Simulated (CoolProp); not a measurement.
Vapour-liquid equilibrium of dimethyl ether (1) + 1-butene (2) at 340.3 K; x and y are mole fractions of (1).

The numbers come from the multi-fluid Helmholtz-energy mixture model, Wu 2011 and Lemmon 2005; pair parameters Bell 2016 in CoolProp.

Task: Give the bubble pressure and the first vapour's composition at x = 0.55, 0.65, 0.85. Is there an azeotrope?

Result: x = 0.55: 13.97 bar, y = 0.660; x = 0.65: 14.71 bar, y = 0.739; x = 0.85: 16.07 bar, y = 0.889. No azeotrope shows between x = 0.05 and 0.95.

The pair parameters rest on a limited set of measurements; away from them the model extrapolates.
